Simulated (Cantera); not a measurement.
## Premixed flame

A freely propagating, adiabatic, planar premixed flame of 21.0 % H2, 13.0 % O2, 62.5 % N2, 3.56 % H2O, unburnt at 375 K and 218 Torr; mixture-averaged transport, grid criteria slope 0.08 and curve 0.16, no radiation.

Cantera simulation using the H2/O2 subset of GRI-Mech 3.0, which has no nitrogen chemistry; the numbers are that mechanism's predictions, not measurements. Burning velocities carry a grid error of a few per cent, more on coarse grids.

```csv
z (mm),T (K),u (m/s),x H2,x O2,x H2O,x H2O2,x HO2,x OH
-5.62,375,1.65,0.210,0.130,0.0356,<1e-8,<1e-8,<1e-8
-3.74,375,1.65,0.210,0.130,0.0356,<1e-8,<1e-8,<1e-8
-2.81,375,1.65,0.210,0.130,0.0356,<1e-8,<1e-8,<1e-8
-1.87,375,1.65,0.209,0.130,0.0357,1.33e-8,1.31e-7,<1e-8
-0.936,390,1.70,0.199,0.131,0.0367,8.05e-6,6.76e-5,6.03e-6
-0.468,598,2.53,0.165,0.127,0.0555,3.54e-5,0.000133,0.000525
0,972,4.01,0.102,0.103,0.114,3.29e-6,4.63e-5,0.00108
0.468,1245,5.09,0.0442,0.0640,0.186,2.11e-6,2.15e-5,0.00364
0.936,1390,5.66,0.0237,0.0459,0.217,1.78e-6,1.32e-5,0.00582
1.87,1531,6.19,0.0183,0.0391,0.230,1.00e-6,9.19e-6,0.00749
3.74,1658,6.65,0.0150,0.0357,0.240,4.95e-7,6.62e-6,0.00816
7.49,1764,7.03,0.0108,0.0329,0.250,2.62e-7,4.55e-6,0.00778
15.0,1841,7.30,0.00652,0.0309,0.258,1.52e-7,2.85e-6,0.00653
```
x: mole fraction of selected species; z is measured from the peak of heat release.

```yaml
laminar_burning_velocity: 165 cm/s
thermal_thickness: 1.87 mm
peak x(H2O2): 3.82e-5
peak x(HO2): 0.000187
peak x(OH): 0.00817
grid_points: 114
```
